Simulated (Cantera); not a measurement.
Charge: 1 mol SiCl4, 1.3 mol N2O, 14 mol H2, at 1023 K and 7.50 Torr.

These are equilibrium values from Cantera (NASA tables, ideal gas, pure condensed phases), not measurements of a reactor. Candidate condensed phases: H2O, NH4Cl, Si, SiO2, Si2N2O, Si3N4; 47 gas species. Mutual solubility and eutectic melting of coexisting phases are not modelled. Equilibrium is a limit: real reactors are often held back by kinetics, nucleation or transport.

Base state: H2 0.703, HCl 0.234, N2 0.0625, H2O 1.01e-5 (mole fractions); condensed: SiO2(β-quartz) + Si2N2O(s).

### Question
What changes in the equilibrium state with this change: N2O from 1.3 to 12 mol?

### Answer
```tsv
species	before	after
N2	0.0625	0.429
H2O	1.01e-5	0.357
HCl	0.234	0.143
H2	0.703	0.0714
SiO2(β-quartz), mol	0.533	1.00
Si2N2O(s), mol	0.233	0
```

### Question
What changes in the equilibrium state with this change: SiCl4 replaced by Si2H6?

### Answer
| species | before | after |
|---|---|---|
| H2 | 0.703 | 0.977 |
| N2 | 0.0625 | 0.0230 |
| H2O | 1.01e-5 | 1.00e-5 |
| HCl | 0.234 | 0 |
| SiO2(β-quartz), mol | 0.533 | 0.200 |
| Si2N2O(s), mol | 0.233 | 0.900 |
The feed counts by its element totals alone.
